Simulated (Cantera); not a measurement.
Adiabatic ignition

An adiabatic, constant-volume homogeneous reactor starts with C₃H₈ : O₂ : N₂ = 1 : 13.5 : 50.8 (molar parts), at 1175 K and 101000 Pa.

Computed with Cantera and GRI-Mech 3.0 (53 species, 325 reactions). GRI-Mech 3.0 was tuned for natural gas; its chemistry of propane as a main component is partial and can be far from experiment.

| t (s) | T (K) | P (bar) | x C₃H₈ | x O₂ | x H₂O₂ | x CO₂ | x H | x HCO |
|---|---|---|---|---|---|---|---|---|
| 3.00e-6 | 1175 | 1.01 | 0.0153 | 0.207 | 2.83e-11 | <1e-12 | 2.95e-9 | <1e-12 |
| 9.90e-6 | 1175 | 1.01 | 0.0153 | 0.207 | 6.17e-10 | <1e-12 | 5.17e-9 | <1e-12 |
| 3.27e-5 | 1175 | 1.01 | 0.0153 | 0.207 | 9.19e-9 | 7.47e-12 | 5.75e-9 | <1e-12 |
| 0.000108 | 1175 | 1.01 | 0.0153 | 0.207 | 1.06e-7 | 2.25e-10 | 9.88e-9 | <1e-12 |
| 0.000356 | 1175 | 1.01 | 0.0153 | 0.207 | 7.61e-7 | 1.38e-8 | 3.72e-8 | 2.75e-11 |
| 0.00117 | 1175 | 1.01 | 0.0151 | 0.207 | 1.13e-6 | 2.03e-7 | 4.73e-8 | 2.66e-10 |
| 0.00387 | 1177 | 1.02 | 0.0142 | 0.206 | 2.14e-6 | 1.21e-6 | 8.62e-8 | 1.61e-9 |
| 0.0128 | 2213 | 1.94 | <1e-12 | 0.127 | 1.03e-7 | 0.0446 | 5.33e-5 | 1.41e-11 |
| 0.0422 | 2210 | 1.94 | <1e-12 | 0.126 | 1.01e-7 | 0.0446 | 5.17e-5 | 1.35e-11 |
| 0.139 | 2201 | 1.93 | <1e-12 | 0.125 | 9.80e-8 | 0.0446 | 4.82e-5 | 1.21e-11 |
| 0.459 | 2191 | 1.92 | <1e-12 | 0.123 | 9.46e-8 | 0.0447 | 4.46e-5 | 1.07e-11 |
| 1.52 | 2190 | 1.92 | <1e-12 | 0.123 | 9.41e-8 | 0.0447 | 4.40e-5 | 1.05e-11 |
| 5.00 | 2190 | 1.92 | <1e-12 | 0.123 | 9.41e-8 | 0.0447 | 4.40e-5 | 1.05e-11 |
x: mole fraction; the columns are a selection and need not sum to one.

| Quantity | Result |
|---|---|
| time of steepest temperature rise | 8.59 ms |
| temperature at 5.00 s | 2190 K |
| equilibrium temperature | 2190 K |
| x(C₃H₈) at 5.00 s | <1e-12 (gas-phase equilibrium <1e-12) |
| x(O₂) at 5.00 s | 0.123 (gas-phase equilibrium 0.123) |
| x(H₂O₂) at 5.00 s | 9.41e-8 (gas-phase equilibrium 9.41e-8) |
